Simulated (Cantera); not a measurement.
What does this Cantera script print?

```python
import numpy as np
import cantera as ct

gas_names = [...]  # 49 gases of nasa_gas.yaml made of B, Cl, H, N, O
cond_names = """
    B(b) B(L) BN(s) B2O3(L) B3O3H3(cr) H2O(s) H2O(L) NH4CL(a) NH4CL(b)
""".split()


# ... load() reads the species with a 1 bar reference pressure and builds the phases ...
atoms = {
    'BCl3': {'B': 1, 'CL': 3},
    'O2': {'O': 2},
    'N2': {'N': 2},
    'H2O': {'H': 2, 'O': 1},
}
top_T = {'BN(s)': 3200}  # K; cautious upper limits of use, not melting points


# ... equilibrate(T, P, feed) seeds the gas with the atoms and calls Mixture.equilibrate('TP', solver="vcs", rtol=1e-11, max_steps=5000) ...
results = []
feed = {'BCl3': 1, 'O2': 1.1, 'N2': 78, 'H2O': 0.091}  # mol
P = 360  # Pa
for T in [1175, 1225, 1275, 1325, 1375, 1425, 1475, 1525, 1575, 1625, 1675]:
    mix = equilibrate(T, P, feed)
    results.append((T, P, feed, dict(zip(mix.species_names, mix.species_moles))))

top = {s: max(r[3][s] / sum(r[3][g] for g in gas_names) for r in results) for s in gas_names}
cols = sorted((s for s in top if top[s] > 0.001), key=lambda s: -top[s])[:9]
seen = [c for c in cond_names if any(r[3].get(c, 0) > 1e-12 for r in results)]
print("log10 of partial pressures in bar; condensed amounts in mol")
print(f"{'T/K':>10s}" + "".join(f"{s[:9]:>10s}" for s in cols + seen))
for T, P, feed, n in results:
    ng = sum(n[g] for g in gas_names)
    print(f"{T:10.4g}" + "".join(f"{np.log10(max(n[s] / ng * P / 1e5, 1e-99)):10.3f}" for s in cols)
          + "".join(f"{n.get(c, 0):10.4g}" for c in seen))
```

It prints:

```
log10 of partial pressures in bar; condensed amounts in mol
       T/K        N2        CL       CL2      B2O3        O2       HCL   B2O3(L)
      1175    -2.456    -4.590    -4.298    -8.399    -4.752    -5.089    0.4996
      1225    -2.457    -4.398    -4.366    -7.689    -4.754    -5.091    0.4986
      1275    -2.458    -4.239    -4.468    -7.036    -4.755    -5.093    0.4957
      1325    -2.459    -4.117    -4.612    -6.436    -4.757    -5.097    0.4865
      1375    -2.461    -4.032    -4.801    -5.881    -4.757    -5.104    0.4592
      1425    -2.462    -3.979    -5.029    -5.367    -4.758    -5.115    0.3811
      1475    -2.463    -3.950    -5.284    -4.890    -4.759    -5.137    0.1674
      1525    -2.465    -3.934    -5.545    -4.706    -4.764    -5.155         0
      1575    -2.465    -3.924    -5.799    -4.710    -4.770    -5.164         0
      1625    -2.465    -3.918    -6.045    -4.715    -4.778    -5.174         0
      1675    -2.465    -3.914    -6.280    -4.722    -4.788    -5.184         0
```

Cantera equilibrium calculation (NASA polynomials, part measured and part estimated; ideal gas, pure solids and liquids). The tables' values for BOCl are old estimates; treat these amounts as uncertain.
